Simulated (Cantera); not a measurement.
## Gas-phase reforming

A perfectly stirred reactor is fed with CH₄ : H₂O = 1 : 3.4 (molar parts), at 760 Torr; it is held at 1798 K, and followed from long to short residence time.

Detailed kinetics in Cantera: GRI-Mech 3.0 (53 species, 325 reactions).

| τ (s) | x CH₄ | x H₂O | x CO₂ | x OH | x C₂H | x CH₂CO |
|---|---|---|---|---|---|---|
| 12 | 0.00206 | 0.354 | 0.0247 | 1.16e-5 | 9.17e-10 | 2.49e-7 |
| 1.9 | 0.00717 | 0.370 | 0.0249 | 1.23e-5 | 1.08e-8 | 2.40e-6 |
| 0.30 | 0.0186 | 0.422 | 0.0243 | 1.47e-5 | 6.41e-8 | 1.49e-5 |
| 0.047 | 0.0394 | 0.530 | 0.0177 | 2.05e-5 | 1.88e-7 | 5.27e-5 |
| 0.0075 | 0.0770 | 0.640 | 0.00538 | 2.74e-5 | 2.68e-7 | 9.14e-5 |
| 0.0012 | 0.139 | 0.714 | 0.000422 | 3.28e-5 | 1.75e-7 | 6.78e-5 |
| 0.00019 | 0.200 | 0.760 | 9.67e-6 | 3.39e-5 | 2.63e-8 | 8.62e-6 |
x: mole fraction; the columns are a selection and need not sum to one.
